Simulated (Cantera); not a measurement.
# Transport properties of process gases

Gas mixture: 100 % N2O, at 1.50 Torr, frozen composition.

Cantera's kinetic-theory transport with the Lennard-Jones parameters of GRI-Mech 3.0, ideal gas; thermal conductivity in the mixture-averaged form. The composition is frozen, though it would react at the higher temperatures.

```json
[
 {"T (K)": "400", "ρ (kg/m³)": "0.00265", "cp (J/kg/K)": "970.3", "μ (µPa s)": "19.5", "λ (mW/m/K)": "25.5", "Pr": "0.741", "D (cm²/s) H": "841", "D (cm²/s) NH3": "143", "D (cm²/s) N2": "134"},
 {"T (K)": "600", "ρ (kg/m³)": "0.00176", "cp (J/kg/K)": "1101", "μ (µPa s)": "27.3", "λ (mW/m/K)": "40.7", "Pr": "0.739", "D (cm²/s) H": "1740", "D (cm²/s) NH3": "310", "D (cm²/s) N2": "272"},
 {"T (K)": "800", "ρ (kg/m³)": "0.00132", "cp (J/kg/K)": "1192", "μ (µPa s)": "34.0", "λ (mW/m/K)": "54.9", "Pr": "0.739", "D (cm²/s) H": "2860", "D (cm²/s) NH3": "527", "D (cm²/s) N2": "446"},
 {"T (K)": "1000", "ρ (kg/m³)": "0.00106", "cp (J/kg/K)": "1255", "μ (µPa s)": "40.0", "λ (mW/m/K)": "68.0", "Pr": "0.739", "D (cm²/s) H": "4190", "D (cm²/s) NH3": "785", "D (cm²/s) N2": "651"},
 {"T (K)": "1200", "ρ (kg/m³)": "0.000882", "cp (J/kg/K)": "1294", "μ (µPa s)": "45.5", "λ (mW/m/K)": "80.1", "Pr": "0.735", "D (cm²/s) H": "5710", "D (cm²/s) NH3": "1080", "D (cm²/s) N2": "884"},
 {"T (K)": "1400", "ρ (kg/m³)": "0.000756", "cp (J/kg/K)": "1327", "μ (µPa s)": "50.5", "λ (mW/m/K)": "91.4", "Pr": "0.733", "D (cm²/s) H": "7400", "D (cm²/s) NH3": "1410", "D (cm²/s) N2": "1140"},
 {"T (K)": "1600", "ρ (kg/m³)": "0.000662", "cp (J/kg/K)": "1353", "μ (µPa s)": "55.2", "λ (mW/m/K)": "102", "Pr": "0.732", "D (cm²/s) H": "9250", "D (cm²/s) NH3": "1780", "D (cm²/s) N2": "1430"},
 {"T (K)": "1800", "ρ (kg/m³)": "0.000588", "cp (J/kg/K)": "1375", "μ (µPa s)": "59.7", "λ (mW/m/K)": "112", "Pr": "0.732", "D (cm²/s) H": "11300", "D (cm²/s) NH3": "2170", "D (cm²/s) N2": "1740"},
 {"T (K)": "2000", "ρ (kg/m³)": "0.000529", "cp (J/kg/K)": "1392", "μ (µPa s)": "64.0", "λ (mW/m/K)": "122", "Pr": "0.732", "D (cm²/s) H": "13400", "D (cm²/s) NH3": "2600", "D (cm²/s) N2": "2070"}
]
```
D: mixture-averaged diffusion coefficient of that species in the mixture.
